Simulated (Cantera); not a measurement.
An adiabatic, constant-pressure homogeneous reactor starts with 9.23 % CO, 6.37 % H2, 17.7 % O2, 66.7 % N2, at 1150 K and 3750 Torr.

Detailed kinetics in Cantera: GRI-Mech 3.0 (53 species, 325 reactions). The hydrogen kinetics of GRI-Mech 3.0 are dated; newer H2 mechanisms differ, most at raised pressure.

**Question.** Predict: time of steepest temperature rise; temperature at 0.400 s; equilibrium temperature; x(CO) at 0.400 s; x(H2) at 0.400 s; x(O2) at 0.400 s; x(N2O) at 0.400 s; x(O) at 0.400 s.

**Answer.** 
- time of steepest temperature rise = 51.6 µs
- temperature at 0.400 s = 2271 K
- equilibrium temperature = 2271 K
- x(CO) at 0.400 s = 0.00134 (gas-phase equilibrium 0.00134)
- x(H2) at 0.400 s = 0.000166 (gas-phase equilibrium 0.000166)
- x(O2) at 0.400 s = 0.102 (gas-phase equilibrium 0.102)
- x(N2O) at 0.400 s = 1.17e-6 (gas-phase equilibrium 1.17e-6)
- x(O) at 0.400 s = 0.000601 (gas-phase equilibrium 0.000601)
